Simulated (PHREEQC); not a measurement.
# Alkaline etch or developer (model solution)

Make-up at 25 °C: 22 mmol/kgw NH3, 0.21 mmol/kgw Na2SiO3 and 0.46 mmol/kgw (CH3)4NCl. Closed to the air; pH follows from the charge balance.

Computed with PHREEQC (ion-association model, phreeqc.dat).

This is a speciation only: nothing precipitates in the calculation.

Problem. What pH, ionic strength does the model give?

Solution. pH 10.86; ionic strength 0.00142 mol/kgw.

Problem. In which forms is Si present?

Solution. H3SiO4- 91 %, H4SiO4 8.2 %, H2SiO4-2 0.5 % of the Si.

(CH3)4N+ isn't in the database: it is added as a free cation with an ion size of 4 Å.
